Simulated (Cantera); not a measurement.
A perfectly stirred reactor is fed with CO : H2 : CH4 : O2 : N2 = 1 : 0.23 : 0.11 : 0.522 : 3.08 (molar parts), equivalence ratio 1.6, at 10.0 bar; it is adiabatic with a 400 K inlet, and is followed from long to short residence time, starting on the burning branch (τ in s: 0.39, 0.13, 0.042, 0.014, 0.0046, 0.0015, 0.0005, 0.00016, 5.4e-05, 1.8e-05).

Cantera simulation using GRI-Mech 3.0 (53 species, 325 reactions); the numbers are that mechanism's predictions, not measurements.

**Question.** What does this change do: H2 0.23 to 0.16 parts?

**Answer.** 
```csv
quantity,before,after
"blow-out, bracketed by the residence times tried","burning at 54.0 µs, out at 18.0 µs","burning at 54.0 µs, out at 18.0 µs"
x(CO) at τ = 0.390 s,0.117,0.109
x(H2) at τ = 0.390 s,0.0179,0.0131
x(CH4) at τ = 0.390 s,3.13e-5,1.44e-5
x(H2O) at τ = 0.390 s,0.0789,0.0699
x(O) at τ = 0.390 s,1.09e-7,2.16e-7
x(CO) at τ = 1.50 ms,0.118,0.109
x(H2) at τ = 1.50 ms,0.0175,0.0129
x(CH4) at τ = 1.50 ms,0.000108,5.79e-5
x(H2O) at τ = 1.50 ms,0.0785,0.0693
x(O) at τ = 1.50 ms,1.95e-5,3.87e-5
```
